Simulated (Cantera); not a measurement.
A closed system holds: 1 mol Si(CH3)4, 0.28 mol C2H4, 8.2 mol H2, 0.44 mol C2H2, at 130 Pa.

These are equilibrium values from Cantera (NASA tables, ideal gas, pure condensed phases), not measurements of a reactor. Candidate condensed phases: C, C6H6, C7H8, C8H18, Si, SiC; 87 gas species. The numbers say what is thermodynamically allowed, not how fast it happens.

x: gas mole fraction; n: condensed amount in mol.

| T (K) | x H2 | x H | x Si | x C2H2 (acetylene) | n C(graphite) | n SiC(s) |
|---|---|---|---|---|---|---|
| 1173 | 1.000 | 3.27e-6 | <1e-12 | 6.12e-8 | 4.44 | 1.00 |
| 1273 | 1.000 | 1.98e-5 | ___ | 3.72e-7 | 4.44 | 1.00 |
| 1373 | 1.000 | 9.24e-5 | ___ | 1.73e-6 | 4.44 | 1.00 |
| 1473 | 1.000 | 0.000351 | ___ | 6.50e-6 | 4.44 | 1.000 |
| 1573 | 0.999 | 0.00113 | ___ | 2.06e-5 | 4.44 | 1.000 |
| 1673 | 0.997 | 0.00315 | ___ | 5.68e-5 | 4.44 | 1.000 |
| 1773 | 0.992 | 0.00786 | ___ | 0.000139 | 4.44 | 0.999 |
| 1873 | 0.982 | 0.0177 | ___ | 0.000306 | 4.43 | 0.996 |
| 1973 | 0.961 | 0.0367 | ___ | 0.000616 | 4.44 | 0.979 |

**Question.** What belongs in the gaps?

**Answer.** 
- 1273, x Si: 3.56e-11
- 1373, x Si: 1.26e-9
- 1473, x Si: 2.76e-8
- 1573, x Si: 4.05e-7
- 1673, x Si: 4.29e-6
- 1773, x Si: 3.48e-5
- 1873, x Si: 0.000225
- 1973, x Si: 0.00120
